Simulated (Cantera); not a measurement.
A closed system holds: 1 mol Si3N4, 0.25 mol CO2, 1 mol N2, held at 1827 °C and 0.133 bar.

Method: chemical equilibrium by Gibbs-energy minimisation in Cantera with the NASA 1993 tables (ideal gas, pure condensed phases). Candidate condensed phases: C, Si, SiC, SiO2, Si2N2O, Si3N4; 34 gas species. Mutual solubility and eutectic melting of coexisting phases are not modelled. The tables' values for SiN are old estimates; treat these amounts as uncertain. The numbers say what is thermodynamically allowed, not how fast it happens.

Base state: N2 0.856, SiO 0.0937, CO 0.0490, Si 0.00100, Si2N 8.42e-5, SiN 7.01e-5, Si2C 4.09e-5, Si2 1.30e-5 (mole fractions); condensed: Si(l) + SiC(s).

Question: What changes in the equilibrium state with this change: temperature from 1827 °C to 1327 °C?

Answer: 
| species | before | after |
|---|---|---|
| N2 | 0.856 | 0.999 |
| CO | 0.0490 | 0.00107 |
| SiO | 0.0937 | 8.27e-6 |
| Si2N | 8.42e-5 | <1e-9 |
| Si | 0.00100 | 1.25e-8 |
| Si2C | 4.09e-5 | <1e-9 |
| SiN | 7.01e-5 | 3.94e-9 |
| Si2 | 1.30e-5 | <1e-9 |
| Si(l), mol | 2.59 | 0 |
| SiC(s), mol | 0.0780 | 0.249 |
| Si2N2O(s), mol | 0 | 0.499 |
| Si3N4(s), mol | 0 | 0.585 |
